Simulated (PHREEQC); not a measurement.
A made-up water analysis in mg/L, 20 °C, pH 5.63, pe -0.8:

```tsv
constituent	mg/L
Na	0.686
K	0.256
Ca	1.27
Mg	0.247
Cl	2.3
S(6) as SO4	2.36
Alkalinity as HCO3	0.418
Li	0.00776
Sr	0.00133
Fe(2)	0.00566
B	0.00307
F	0.000246
Mn(2)	0.132
```

Valence states are taken as typed.

Model: ion-association model, wateq4f.dat, run in PHREEQC.

Each row changes one thing in this solution. This is a speciation only: nothing precipitates in the calculation.

| case | CO2 (mol/kgw) | HCO3- (mol/kgw) | CaSO4 (mol/kgw) | MgSO4 (mol/kgw) | MnSO4 (mol/kgw) | HSO4- (mol/kgw) | SI of Rhodochrosite (MnCO3) | SI of Gypsum (CaSO4:2H2O) |
|---|---|---|---|---|---|---|---|---|
| as made | 5.13e-5 | 9.23e-6 | 1.29e-7 | 4.47e-8 | 8.29e-9 | 4.76e-9 | -4.32 | -4.59 |
| Fe(2) from 0.00566 to 0.0113 mg/L | 5.13e-5 | 9.23e-6 | 1.29e-7 | 4.47e-8 | 8.29e-9 | 4.76e-9 | -4.32 | -4.59 |
| pH from 5.63 to 6.13 at the same alkalinity | 1.33e-5 | 7.59e-6 | 1.29e-7 | 4.47e-8 | 8.30e-9 | 1.51e-9 | -3.91 | -4.59 |
| Sr from 0.00133 to 0.000665 mg/L | 5.13e-5 | 9.23e-6 | 1.29e-7 | 4.47e-8 | 8.29e-9 | 4.76e-9 | -4.32 | -4.59 |
| temperature from 20 to 50 °C at the same typed pH | 4.10e-5 | 9.21e-6 | 1.66e-7 | ? | ? | ? | ? | -4.55 |

Problem. Some entries are withheld; supply them.

Solution. 
- temperature from 20 to 50 °C at the same typed pH, MgSO4 (mol/kgw): 9.08e-8
- temperature from 20 to 50 °C at the same typed pH, MnSO4 (mol/kgw): 1.40e-8
- temperature from 20 to 50 °C at the same typed pH, HSO4- (mol/kgw): 9.54e-9
- temperature from 20 to 50 °C at the same typed pH, SI of Rhodochrosite (MnCO3): -4.03

At this temperature some constants are extrapolated from 25 °C, and those without enthalpy data are left unchanged. Real BF4- forms and hydrolyses slowly; the run takes it at equilibrium. Fluoro complexes past AlF4- and FeF3 are missing from the database.
